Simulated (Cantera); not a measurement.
A Cantera script and its output.

```python
import numpy as np
import cantera as ct

surf = ct.Interface("diamond.yaml", "diamond_100")
gas, bulk = surf.adjacent["gas"], surf.adjacent["diamond"]
k = surf.kinetics_species_index(bulk.species_names[0])
cover = ["c6HH", "c6H*", "c6*H", "c6**", "c6HM", "c6B"]

rows, drift = [], 0.0
print(f"{'P':>10s}{'um/h':>11s}" + "".join(f"{s:>11s}" for s in cover))
for v in [570, 1000, 1800, 3300, 5800, 10000, 19000, 33000]:
    T, P, xH, xCH3 = 1400, v, 0.026, 8.4e-05
    gas.TPX = T, P, {"H": xH, "CH3": xCH3, "CH4": 0.0086, "H2": 1 - xH - xCH3 - 0.0086}
    surf.TP = bulk.TP = T, P
    surf.coverages = "c6H*:0.1, c6HH:0.9"
    surf.advance_coverages(100.0)
    before = surf.coverages
    surf.advance_coverages(100.0)
    drift = max(drift, np.max(np.abs(surf.coverages - before) / (surf.coverages + 1e-9)))
    rate = surf.net_production_rates[k] * bulk.mean_molecular_weight / bulk.density * 3.6e9
    rows.append([rate, *surf[cover].coverages])
    print(f"{v:10.4g}{rate:11.4e}" + "".join(f"{x:11.3e}" for x in rows[-1][1:]))
```

Result:

```
         P       um/h       c6HH       c6H*       c6*H       c6**       c6HM        c6B
       570 8.9012e-02  3.266e-01  5.985e-02  5.476e-01  6.595e-02  3.437e-06  2.415e-10
      1000 1.8718e-01  3.266e-01  5.987e-02  5.475e-01  6.594e-02  6.315e-06  5.079e-10
      1800 3.9437e-01  3.266e-01  5.991e-02  5.474e-01  6.594e-02  1.167e-05  1.070e-09
      3300 8.4829e-01  3.266e-01  5.998e-02  5.473e-01  6.597e-02  2.146e-05  2.302e-09
      5800 1.7702e+00  3.266e-01  6.010e-02  5.471e-01  6.601e-02  3.692e-05  4.804e-09
     1e+04 3.7286e+00  3.266e-01  6.031e-02  5.468e-01  6.608e-02  6.066e-05  1.012e-08
   1.9e+04 9.3354e+00  3.265e-01  6.075e-02  5.462e-01  6.623e-02  1.038e-04  2.533e-08
   3.3e+04 2.0851e+01  3.264e-01  6.143e-02  5.453e-01  6.648e-02  1.557e-04  5.658e-08
```

Computed with Cantera and the Harris–Goodwin 1993 mechanism for the reconstructed diamond (100) surface.
